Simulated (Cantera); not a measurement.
## Carbothermic reduction: Cu2O + CH4 + N2

Input: 1 mol Cu2O, 0.83 mol CH4, 3.5 mol N2, at 2198 K.

Cantera equilibrium calculation (NASA polynomials, part measured and part estimated; ideal gas, pure solids and liquids). Candidate condensed phases: C, C6H6, C7H8, C8H18, Cu, CuO, Cu(OH)2, Cu2O, H2O; 139 gas species. Equilibrium is a limit: real reactors are often held back by kinetics, nucleation or transport.

From 10.0 Pa to 7200 Pa nothing is condensed. From 37000 Pa to 1000000 Pa the condensed part is Cu(l). The main Cu-bearing gas is Cu throughout.

```json
[
 {"P (Pa)": "10", "log p N2": "-4.40", "log p H2": "-5.03", "log p Cu": "-4.64", "log p H": "-4.77", "log p CO": "-5.03", "log p H2O": "-5.97", "n Cu(l)": "0"},
 {"P (Pa)": "52", "log p N2": "-3.66", "log p H2": "-4.15", "log p Cu": "-3.91", "log p H": "-4.33", "log p CO": "-4.30", "log p H2O": "-5.08", "n Cu(l)": "0"},
 {"P (Pa)": "270", "log p N2": "-2.94", "log p H2": "-3.36", "log p Cu": "-3.18", "log p H": "-3.93", "log p CO": "-3.57", "log p H2O": "-4.32", "n Cu(l)": "0"},
 {"P (Pa)": "1400", "log p N2": "-2.22", "log p H2": "-2.61", "log p Cu": "-2.46", "log p H": "-3.56", "log p CO": "-2.85", "log p H2O": "-3.58", "n Cu(l)": "0"},
 {"P (Pa)": "7200", "log p N2": "-1.50", "log p H2": "-1.88", "log p Cu": "-1.75", "log p H": "-3.19", "log p CO": "-2.14", "log p H2O": "-2.86", "n Cu(l)": "0"},
 {"P (Pa)": "37000", "log p N2": "-0.69", "log p H2": "-1.06", "log p Cu": "-1.64", "log p H": "-2.79", "log p CO": "-1.33", "log p H2O": "-2.05", "n Cu(l)": "1.60"},
 {"P (Pa)": "190000", "log p N2": "0.04", "log p H2": "-0.33", "log p Cu": "-1.64", "log p H": "-2.42", "log p CO": "-0.59", "log p H2O": "-1.32", "n Cu(l)": "1.93"},
 {"P (Pa)": "1000000", "log p N2": "0.77", "log p H2": "0.40", "log p Cu": "-1.64", "log p H": "-2.06", "log p CO": "0.13", "log p H2O": "-0.59", "n Cu(l)": "1.99"}
]
```
log p: log10 of the partial pressure in bar; n: condensed amount in mol.
